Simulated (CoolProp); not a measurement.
n-perfluorohexane along the isobar 73.2 bar: Z from the reference equation and from simpler models built on Tc = 174.9 °C, pc = 17.42 bar, ω = 0.497; each cubic takes its own stable root.

Model: reference Helmholtz-energy equation of state, Gao 2022, in CoolProp.

```csv
T (°C),phase,reference,van der Waals,Redlich-Kwong,Soave-Redlich-Kwong,Peng-Robinson
60.05,liquid,0.5539,0.9127,0.6559,(withheld),0.5565
69.35,liquid,0.5476,0.8967,0.6480,0.6184,0.5500
78.55,liquid,0.5422,0.8821,0.6410,0.6122,(withheld)
87.75,liquid,0.5375,0.8685,0.6348,0.6071,0.5401
97.05,liquid,0.5335,0.8558,0.6295,0.6031,0.5366
106.25,liquid,0.5304,0.8441,0.6250,(withheld),0.5341
115.45,liquid,(withheld),(withheld),(withheld),(withheld),0.5328
124.75,liquid,(withheld),0.8232,0.6183,0.5975,0.5325
```

**Question.** Complete the blanks.

**Answer.** 
- 60.05, Soave-Redlich-Kwong: 0.6258
- 78.55, Peng-Robinson: 0.5445
- 106.25, Soave-Redlich-Kwong: 0.6001
- 115.45, reference: 0.5280
- 115.45, van der Waals: 0.8333
- 115.45, Redlich-Kwong: 0.6213
- 115.45, Soave-Redlich-Kwong: 0.5983
- 124.75, reference: 0.5264
